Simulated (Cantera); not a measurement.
**Catalytic stagnation flow on Pt**

A jet of CH4 : O2 : N2 = 0.022 : 0.065 : 0.79 (molar parts) at 300 K and 4400 Pa hits a platinum plate 5.1 cm away at a mass flux of 0.099 kg/m²/s; the plate temperature is set and raised in steps from an oxygen-covered start.

Cantera simulation using Deutschmann's 1995 Pt surface mechanism with GRI-Mech 3.0 gas chemistry; the numbers are that mechanism's predictions, not measurements. Catalytic surfaces can have several steady states; this one follows from the mechanism file's or the stated starting coverage.

```
plate T (K)  wall x CH4  wall x O2  wall x H2O  wall x OH  wall x CO  wall x CO2  θ free Pt   θ O*
-----------  ----------  ---------  ----------  ---------  ---------  ----------  ---------  -----
850              0.0209     0.0652     0.00783      <1e-8    6.63e-6     0.00513      0.198  0.801
900              0.0178     0.0586      0.0136    2.83e-8    8.17e-6     0.00896      0.275  0.724
950              0.0146     0.0518      0.0196    9.12e-8    9.46e-6      0.0129      0.356  0.643
1000             0.0118     0.0459      0.0247    2.51e-7    1.07e-5      0.0163      0.438  0.561
1050            0.00964     0.0413      0.0286    6.08e-7    1.20e-5      0.0189      0.517  0.482
1100            0.00804     0.0380      0.0315    1.32e-6    1.37e-5      0.0208      0.591  0.409
```
x: mole fraction at the wall; θ: surface coverage.
